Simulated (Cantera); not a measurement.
Standard-state values (1 bar) from the NASA 1993 polynomials, evaluated with Cantera. Values are per mole of reaction as written; species without (g) are pure solids or liquids, kept so even where they would boil at 1 bar.

**Question.** Between 300 and 625 K, where is each reaction favourable under standard conditions?
- 10 NO₂(g) + 4 PH₃(g) ⇌ P₄O₁₀ + 10 NO(g) + 12 H(g)

**Answer.** 
- 10 NO₂(g) + 4 PH₃(g) ⇌ P₄O₁₀ + 10 NO(g) + 12 H(g): ΔG° is 14 kJ at 300 K and -171 kJ at 625 K; it changes sign between 300 and 425 K. ΔH° is 232 kJ and ΔS° 644 J/K at 625 K.
